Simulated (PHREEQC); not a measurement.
Consider water at 56 °C with 0.0011 mol FeSO4 per kg of water. Closed to the air; pH follows from the charge balance.

Computed with PHREEQC (ion-association model, phreeqc.dat).

No solid was allowed to form.

**Question.** Order these Fe species by the share of Fe that they hold, largest first: Fe+2, FeSO4, FeOH+.

**Answer.** Fe+2 (86 %), FeSO4 (14 %), FeOH+ (0.14 %)

The pH is 5.89 and the ionic strength 0.00379 mol/kgw. Complexes and solids missing from the database can't appear. Away from 25 °C the constants follow the database's enthalpies or fits; those with neither stay at their 25 °C values.
